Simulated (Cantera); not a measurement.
Input (Python, Cantera) and output of one run.

```python
import numpy as np
import cantera as ct

gas_names = """
    CL CL2 H HCL H2 Mg MgCL MgCL2 MgH Mg2
""".split()
cond_names = """
    Mg(cr) Mg(L) MgCL2(s) MgCL2(L)
""".split()


# ... load() reads the species with a 1 bar reference pressure and builds the phases ...
atoms = {
    'MgCl2': {'Mg': 1, 'CL': 2},
    'H2': {'H': 2},
}
top_T = {}  # K; cautious upper limits of use, not melting points


# ... equilibrate(T, P, feed) seeds the gas with the atoms and calls Mixture.equilibrate('TP', solver="vcs", rtol=1e-11, max_steps=5000) ...
results = []
feed = {'MgCl2': 1, 'H2': 6.6}  # mol
P = 7  # Pa
for T in [650, 750, 850, 950, 1050, 1150, 1250, 1350]:
    mix = equilibrate(T, P, feed)
    results.append((T, P, feed, dict(zip(mix.species_names, mix.species_moles))))
    x = sorted(zip(gas.X, gas.species_names), reverse=True)
    print(f"T = {T:g} K  P = {P:g} Pa  gas = {mix.phase_moles(0):.4g} mol")
    print("   x: " + "  ".join(f"{s} {v:.3e}" for v, s in x if v > 1e-06))
    print("   condensed (mol): " + ("  ".join(f"{mix.phase(i).name} {mix.phase_moles(i):.4g}"
          for i in range(1, mix.n_phases) if mix.phase_moles(i) > 1e-12) or "none"))
```

Output:

```
T = 650 K  P = 7 Pa  gas = 6.6 mol
   x: H2 1.000e+00
   condensed (mol): MgCL2(s) 1
T = 750 K  P = 7 Pa  gas = 6.601 mol
   x: H2 9.998e-01  MgCL2 2.043e-04
   condensed (mol): MgCL2(s) 0.9986
T = 850 K  P = 7 Pa  gas = 6.727 mol
   x: H2 9.810e-01  MgCL2 1.891e-02  HCL 3.738e-05  Mg 1.865e-05
   condensed (mol): MgCL2(s) 0.8727
T = 950 K  P = 7 Pa  gas = 7.601 mol
   x: H2 8.681e-01  MgCL2 1.314e-01  HCL 3.883e-04  Mg 1.931e-04  MgCL 2.119e-06
   condensed (mol): none
T = 1050 K  P = 7 Pa  gas = 7.606 mol
   x: H2 8.670e-01  MgCL2 1.307e-01  HCL 1.573e-03  Mg 7.810e-04  MgCL 1.069e-05
   condensed (mol): none
T = 1150 K  P = 7 Pa  gas = 7.619 mol
   x: H2 8.638e-01  MgCL2 1.288e-01  HCL 4.961e-03  Mg 2.460e-03  MgCL 4.019e-05  H 8.288e-06
   condensed (mol): none
T = 1250 K  P = 7 Pa  gas = 7.649 mol
   x: H2 8.563e-01  MgCL2 1.242e-01  HCL 1.287e-02  Mg 6.376e-03  MgCL 1.198e-04  H 5.347e-05
   condensed (mol): none
T = 1350 K  P = 7 Pa  gas = 7.711 mol
   x: H2 8.416e-01  MgCL2 1.153e-01  HCL 2.843e-02  Mg 1.407e-02  MgCL 2.934e-04  H 2.613e-04  CL 7.355e-06
   condensed (mol): none
```

Method: chemical equilibrium by Gibbs-energy minimisation in Cantera with the NASA 1993 tables (ideal gas, pure condensed phases).
